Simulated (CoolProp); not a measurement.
Properties of p-xylene along the isotherm 346.85 °C (Tc = 343.0 °C, pc = 3532 kPa, ω = 0.324).

Computed with CoolProp (reference Helmholtz-energy equation of state, Zhou 2012).

| p (kPa) | phase | cv (kJ/(kg K)) | viscosity (µPa s) | conductivity (mW/(m K)) |
|---|---|---|---|---|
| 4410 | supercritical | 2.351 | 57.4 | 77.6 |
| 8830 | supercritical | 2.289 | 74.6 | 82.1 |
| 13200 | supercritical | 2.276 | 82.7 | 85.3 |
| 17700 | supercritical | 2.270 | 89.8 | 87.9 |
| 22100 | supercritical | 2.267 | 96.3 | 90.1 |
| 26500 | supercritical | 2.265 | 102 | 92.2 |
| 30900 | supercritical | 2.265 | 108 | 94.1 |
| 35300 | supercritical | 2.265 | 114 | 96.0 |

Viscosity comes from a separate model (Balogun 2015). Thermal conductivity comes from a separate model (Mylona 2014).
